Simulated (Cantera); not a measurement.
Feed: 1 mol CH3SiCl3, 1.8 mol HCl, a varied amount of H2, 0.45 mol C2H2, held at 2525 K and 60.0 mbar.

Equilibrium computed with Cantera from the NASA thermochemical tables; the gas is ideal and each condensed phase is pure. Candidate condensed phases: C, C6H6, C7H8, C8H18, Si, SiC; 109 gas species. The feed counts by its element totals alone. The tables' values for SiCl, SiCl3 are old estimates; treat these amounts as uncertain. Gases not in the tables: Si2H6 and higher silanes. The numbers say what is thermodynamically allowed, not how fast it happens.

x: gas mole fraction; n: condensed amount in mol.

```tsv
n(H2) (mol)	x H2	x HCl	x H	x SiCl2	x Cl	x Si	n C(graphite)
1.5	0.357	0.385	0.0684	0.100	0.0519	0.0159	1.76
2.5	0.412	0.350	0.0735	0.0799	0.0439	0.0178	1.71
4.3	0.485	0.302	0.0797	0.0558	0.0350	0.0195	1.63
7.3	0.563	0.248	0.0859	0.0335	0.0267	0.0203	1.52
12	0.636	0.195	0.0913	0.0175	0.0197	0.0194	1.36
21	0.710	0.139	0.0964	0.00678	0.0133	0.0165	1.09
36	0.767	0.0936	0.100	0.00218	0.00863	0.0126	0.703
61	0.808	[?]	0.103	[?]	[?]	[?]	[?]
100	0.837	[?]	0.105	[?]	[?]	[?]	0
180	0.860	0.0223	0.106	3.56e-5	0.00194	0.00406	0
300	0.873	0.0136	0.107	8.45e-6	0.00118	0.00263	0
```

Fill in the missing entries.


- 100, x HCl: 0.0387
- 100, x SiCl2: 0.000173
- 100, x Cl: 0.00342
- 100, x Si: 0.00637
- 61, x HCl: 0.0604
- 61, x SiCl2: 0.000605
- 61, x Cl: 0.00542
- 61, x Si: 0.00883
- 61, n C(graphite): 0.104
